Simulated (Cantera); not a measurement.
An adiabatic, constant-pressure homogeneous reactor starts with C3H8 : O2 : N2 = 1 : 12.5 : 55 (molar parts), at 1625 K and 18000 Torr. Integrator tolerance rtol = 1e-08.

Detailed kinetics in Cantera: GRI-Mech 3.0 (53 species, 325 reactions). GRI-Mech 3.0 was tuned for natural gas; its chemistry of propane as a main component is partial and can be far from experiment. The pressure lies above the range GRI-Mech 3.0 was tuned for (to about 10 atm).

### Question
What does this change do: pressure from 18000 Torr to 12000 Torr?

### Answer
| quantity | before | after |
|---|---|---|
| time of steepest temperature rise | 4.55 µs | 5.55 µs |
| temperature at 2.00 s | 2356 K | 2354 K |
| equilibrium temperature | 2356 K | 2354 K |
| x(C3H8) at 2.00 s | <1e-12 (gas-phase equilibrium <1e-12) | <1e-12 (gas-phase equilibrium <1e-12) |
| x(O2) at 2.00 s | 0.101 (gas-phase equilibrium 0.101) | 0.101 (gas-phase equilibrium 0.101) |
| x(OH) at 2.00 s | 0.00253 (gas-phase equilibrium 0.00253) | 0.00278 (gas-phase equilibrium 0.00278) |
| x(C2H6) at 2.00 s | <1e-12 (gas-phase equilibrium <1e-12) | <1e-12 (gas-phase equilibrium <1e-12) |
| x(HCO) at 2.00 s | 5.16e-11 (gas-phase equilibrium 5.16e-11) | 5.53e-11 (gas-phase equilibrium 5.53e-11) |

### Question
What does this change do: N2 55 to 91 parts?

### Answer
```json
[
 {"quantity": "time of steepest temperature rise", "before": "4.55 µs", "after": "5.70 µs"},
 {"quantity": "temperature at 2.00 s", "before": "2356 K", "after": "2130 K"},
 {"quantity": "equilibrium temperature", "before": "2356 K", "after": "2130 K"},
 {"quantity": "x(C3H8) at 2.00 s", "before": "<1e-12 (gas-phase equilibrium <1e-12)", "after": "<1e-12 (gas-phase equilibrium <1e-12)"},
 {"quantity": "x(O2) at 2.00 s", "before": "0.101 (gas-phase equilibrium 0.101)", "after": "0.0677 (gas-phase equilibrium 0.0677)"},
 {"quantity": "x(OH) at 2.00 s", "before": "0.00253 (gas-phase equilibrium 0.00253)", "after": "0.000778 (gas-phase equilibrium 0.000778)"},
 {"quantity": "x(C2H6) at 2.00 s", "before": "<1e-12 (gas-phase equilibrium <1e-12)", "after": "<1e-12 (gas-phase equilibrium <1e-12)"},
 {"quantity": "x(HCO) at 2.00 s", "before": "5.16e-11 (gas-phase equilibrium 5.16e-11)", "after": "1.90e-12 (gas-phase equilibrium 1.90e-12)"}
]
```
